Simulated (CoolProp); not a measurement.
A closed Brayton cycle with dry air: compressor inlet 312.15 K and 4.9 MPa, high pressure 15.9 MPa, turbine inlet 695 K, compressor efficiency 0.85, turbine efficiency 0.9, recuperator effectiveness 0.95 (on enthalpy, no pinch check). Each further row changes one setting.

Model: reference Helmholtz-energy equation of state, Lemmon 2000, in CoolProp. It is a pseudo-pure fit of the blend.

```json
[
 {"case": "as stated", "thermal efficiency (%)": "18.3", "net work (kJ/kg)": "35.9", "compressor to turbine work": "0.81", "compressor exit (K)": "460.2", "turbine exit (K)": "522.0"},
 {"case": "turbine inlet 645 K", "thermal efficiency (%)": "12.3", "net work (kJ/kg)": "___", "compressor to turbine work": "0.87", "compressor exit (K)": "460.2", "turbine exit (K)": "482.8"},
 {"case": "compressor inlet 322.15 K", "thermal efficiency (%)": "___", "net work (kJ/kg)": "30.7", "compressor to turbine work": "0.84", "compressor exit (K)": "___", "turbine exit (K)": "522.0"},
 {"case": "high pressure 13.5 MPa", "thermal efficiency (%)": "___", "net work (kJ/kg)": "37.7", "compressor to turbine work": "0.77", "compressor exit (K)": "436.6", "turbine exit (K)": "543.3"},
 {"case": "recuperator effectiveness 0.5", "thermal efficiency (%)": "16.0", "net work (kJ/kg)": "35.9", "compressor to turbine work": "0.81", "compressor exit (K)": "460.2", "turbine exit (K)": "522.0"}
]
```

### Question
Fill in the missing entries.

### Answer

- turbine inlet 645 K, net work (kJ/kg): 22.1
- compressor inlet 322.15 K, thermal efficiency (%): 15.8
- compressor inlet 322.15 K, compressor exit (K): 474.7
- high pressure 13.5 MPa, thermal efficiency (%): 21.6
